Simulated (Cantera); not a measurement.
A perfectly stirred reactor is fed with CH4 : C2H6 : C3H8 : O2 : N2 = 1 : 0.23 : 0.076 : 4.68 : 17.6 (molar parts), at 4.00 bar; it is adiabatic with a 775 K inlet, and is followed from long to short residence time, starting on the burning branch (τ in s: 0.031, 0.013, 0.0052, 0.0021, 0.00087, 0.00036, 0.00015, 6e-05, 2.5e-05, 1e-05).

Computed with Cantera and GRI-Mech 3.0 (53 species, 325 reactions).

Task: Predict: blow-out, bracketed by the residence times tried; x(CH4) at τ = 31.0 ms; x(C2H6) at τ = 31.0 ms; x(C3H8) at τ = 31.0 ms; x(CH2CO) at τ = 31.0 ms; x(HCO) at τ = 31.0 ms; x(CH4) at τ = 0.360 ms; x(C2H6) at τ = 0.360 ms; x(C3H8) at τ = 0.360 ms; x(CH2CO) at τ = 0.360 ms; x(HCO) at τ = 0.360 ms.

Result: 
- blow-out, bracketed by the residence times tried = burning at 25.0 µs, out at 10.0 µs
- x(CH4) at τ = 31.0 ms = 2.00e-6
- x(C2H6) at τ = 31.0 ms = 6.75e-8
- x(C3H8) at τ = 31.0 ms = 2.49e-8
- x(CH2CO) at τ = 31.0 ms = 9.92e-8
- x(HCO) at τ = 31.0 ms = 1.17e-8
- x(CH4) at τ = 0.360 ms = 6.47e-5
- x(C2H6) at τ = 0.360 ms = 3.38e-6
- x(C3H8) at τ = 0.360 ms = 1.12e-6
- x(CH2CO) at τ = 0.360 ms = 5.98e-6
- x(HCO) at τ = 0.360 ms = 1.09e-6
